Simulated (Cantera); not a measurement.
What does this Cantera script print?

```python
import numpy as np
import cantera as ct

gas = ct.Solution("h2o2.yaml")
gas.TPX = 450, 42000, {'H2': 1, 'O2': 0.417, 'N2': 1.71}
flame = ct.FreeFlame(gas, width=0.073)
flame.set_refine_criteria(ratio=3, slope=0.08, curve=0.16)
flame.transport_model = "mixture-averaged"
flame.solve(loglevel=0, auto=True)
z, T = flame.grid, flame.T
thick = (T[-1] - T[0]) / np.gradient(T, z).max()
show = ['H2', 'O2', 'H2O2', 'OH', 'H2O', 'HO2']
print(f"laminar burning velocity  {flame.velocity[0] * 100:.3f} cm/s")
print(f"burnt temperature         {T[-1]:.1f} K")
print(f"thermal thickness         {thick * 1e3:.4f} mm")
print(f"grid points               {len(z)}")
z0 = z[flame.heat_release_rate.argmax()]
print(f"{'z/mm':>9s}{'T/K':>9s}{'u/(m/s)':>9s}" + "".join(f"{s:>11s}" for s in show))
rows = []
for k in (-3, -2, -1.5, -1, -0.5, -0.25, 0, 0.25, 0.5, 1, 2, 4, 8):
    zz = z0 + k * thick
    rows.append([k * thick, np.interp(zz, z, T), np.interp(zz, z, flame.velocity),
                 *(np.interp(zz, z, flame.X[gas.species_index(s)]) for s in show)])
    print(f"{rows[-1][0] * 1e3:9.3f}{rows[-1][1]:9.1f}{rows[-1][2]:9.3f}" + "".join(f"{x:11.3e}" for x in rows[-1][3:]))
```

It prints:

```
laminar burning velocity  438.723 cm/s
burnt temperature         2374.8 K
thermal thickness         1.3341 mm
grid points               136
     z/mm      T/K  u/(m/s)         H2         O2       H2O2         OH        H2O        HO2
   -4.002    450.0    4.387  3.198e-01  1.334e-01  3.161e-17  4.359e-18  1.078e-14  9.568e-15
   -2.668    450.0    4.387  3.198e-01  1.334e-01  8.755e-15  9.355e-16  2.010e-12  2.284e-12
   -2.001    450.0    4.387  3.198e-01  1.334e-01  2.553e-13  2.182e-14  4.890e-11  6.468e-11
   -1.334    450.0    4.387  3.198e-01  1.334e-01  1.067e-10  4.983e-12  1.312e-08  2.444e-08
   -0.667    456.2    4.437  3.177e-01  1.336e-01  2.173e-06  1.225e-05  1.651e-04  9.362e-05
   -0.334    666.6    6.341  2.876e-01  1.291e-01  2.264e-05  7.359e-04  1.622e-02  1.245e-04
    0.000   1129.9   10.386  1.747e-01  8.878e-02  1.867e-06  2.600e-03  1.058e-01  4.075e-05
    0.334   1433.5   13.017  8.018e-02  3.026e-02  1.637e-06  7.256e-03  2.115e-01  1.258e-05
    0.667   1566.1   14.123  6.532e-02  1.742e-02  1.148e-06  9.591e-03  2.353e-01  6.536e-06
    1.334   1705.9   15.246  6.628e-02  1.378e-02  6.556e-07  1.151e-02  2.441e-01  4.471e-06
    2.668   1853.3   16.389  6.772e-02  1.094e-02  3.418e-07  1.278e-02  2.531e-01  3.092e-06
    5.336   1998.3   17.478  6.747e-02  8.022e-03  1.829e-07  1.301e-02  2.638e-01  2.034e-06
   10.672   2130.4   18.442  6.585e-02  5.272e-03  1.063e-07  1.195e-02  2.752e-01  1.273e-06
```

Detailed kinetics in Cantera: the H2/O2 subset of GRI-Mech 3.0, which has no nitrogen chemistry. Burning velocities carry a grid error of a few per cent, more on coarse grids.
